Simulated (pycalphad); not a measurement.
Source of the numbers: pycalphad with the COST 507 light-alloy database (1999); pressure 1 atm. These are 1990s assessments: newer ones move some temperatures and phases. Amounts are mole fractions of atoms. Diffusion is slow at the low end, where real alloys seldom reach equilibrium.

### Question
Give the equilibrium state of Si-0.53C (at.%) at 1652 °C.

### Answer
liquid, fraction 0.990, with 0.03 C at.%; CSI, fraction 0.010, with 50.0 C at.%.

### Question
Give the equilibrium state of Si-0.53C (at.%) at 377 °C.

### Answer
diamond (Si), fraction 0.989, with <0.01 C at.%; CSI, fraction 0.011, with 50.0 C at.%.

Database names, with the compositions (at.%) that they take in these runs: CSI: Si 50 C 50.
